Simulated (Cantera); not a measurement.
Charge: 1 mol PbO, 5 mol CO, equilibrated at 1900 K and 0.100 bar.

Cantera equilibrium calculation (NASA polynomials, part measured and part estimated; ideal gas, pure solids and liquids). Candidate condensed phases: C, Pb, PbO, PbO₂, Pb₃O₄; 15 gas species. Rates play no part.

Base state: CO 0.667, CO₂ 0.166, Pb 0.166, PbO 0.000536, Pb₂ 1.64e-5 (mole fractions); condensed: gas only.

**Question.** What changes in the equilibrium state with this change: PbO replaced by Ta₂O₅?

**Answer.** 
| species | before | after |
|---|---|---|
| CO | 0.667 | 0.999 |
| CO₂ | 0.166 | 0.00105 |
| Pb | 0.166 | 0 |
| PbO | 0.000536 | 0 |
| Pb₂ | 1.64e-5 | 0 |
| TaC(s), mol | 0 | 0.00150 |
| Ta₂O₅(s), mol | 0 | 0.999 |
Mutual solubility and eutectic melting of coexisting phases are not modelled. TaC: taken at fixed stoichiometry. Condensed phases not in the tables: Ta₂C. Further candidate phases: Ta, TaC, Ta₂O₅.
